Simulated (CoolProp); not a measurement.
Properties of methanol along the isobar 67.8 bar (Tc = 240.2 °C, pc = 82.16 bar, ω = 0.565).

The numbers come from the reference Helmholtz-energy equation of state, de Reuck 1993 in CoolProp.

```json
[
 {"T (°C)": "148.35", "phase": "liquid", "Z": "0.09361", "cp (kJ/(kg K))": "3.707", "expansivity (1/kK)": "2.123"},
 {"T (°C)": "173.15", "phase": "liquid", "Z": "(withheld)", "cp (kJ/(kg K))": "4.128", "expansivity (1/kK)": "(withheld)"},
 {"T (°C)": "197.95", "phase": "liquid", "Z": "(withheld)", "cp (kJ/(kg K))": "4.796", "expansivity (1/kK)": "4.269"},
 {"T (°C)": "222.75", "phase": "liquid", "Z": "0.1081", "cp (kJ/(kg K))": "7.118", "expansivity (1/kK)": "11.37"},
 {"T (°C)": "247.65", "phase": "gas", "Z": "0.6310", "cp (kJ/(kg K))": "(withheld)", "expansivity (1/kK)": "11.48"},
 {"T (°C)": "272.45", "phase": "gas", "Z": "0.7349", "cp (kJ/(kg K))": "4.098", "expansivity (1/kK)": "(withheld)"},
 {"T (°C)": "297.25", "phase": "gas", "Z": "0.7927", "cp (kJ/(kg K))": "3.418", "expansivity (1/kK)": "4.060"},
 {"T (°C)": "322.05", "phase": "gas", "Z": "0.8298", "cp (kJ/(kg K))": "(withheld)", "expansivity (1/kK)": "3.142"},
 {"T (°C)": "346.85", "phase": "gas", "Z": "(withheld)", "cp (kJ/(kg K))": "2.898", "expansivity (1/kK)": "(withheld)"}
]
```

Some entries are withheld; supply them.


- 173.15, Z: 0.09391
- 173.15, expansivity (1/kK): 2.812
- 197.95, Z: 0.09687
- 247.65, cp (kJ/(kg K)): 6.169
- 272.45, expansivity (1/kK): 5.875
- 322.05, cp (kJ/(kg K)): 3.086
- 346.85, Z: 0.8547
- 346.85, expansivity (1/kK): 2.583
